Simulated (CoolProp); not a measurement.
Sulfur hexafluoride at several states: fugacity coefficient from the reference equation and from simpler models built on Tc = 45.6 °C, pc = 3755 kPa, ω = 0.210; each cubic takes its own stable root.

The numbers come from the reference Helmholtz-energy equation of state, Guder 2009 in CoolProp.

```tsv
T (°C)	p (kPa)	phase	reference
238.25	371	gas	0.9946
258.65	473	gas	0.9943
182.55	1410	gas	0.9662
139.45	28.9	gas	0.9990
290.15	14300	supercritical	0.9194
```

Problem. How far does each simpler model (Redlich-Kwong, Soave-Redlich-Kwong, Peng-Robinson) lie from the reference over these 5 states: mean and median of the absolute difference, and the worst?

Solution. 
- Redlich-Kwong: mean 1.7 %, median 0.3 %, worst -7.1 % at 290.15 °C and 14300 kPa
- Soave-Redlich-Kwong: mean 0.7 %, median 0.1 %, worst +3.3 % at 290.15 °C and 14300 kPa
- Peng-Robinson: mean 0.7 %, median 0.2 %, worst -2.3 % at 290.15 °C and 14300 kPa
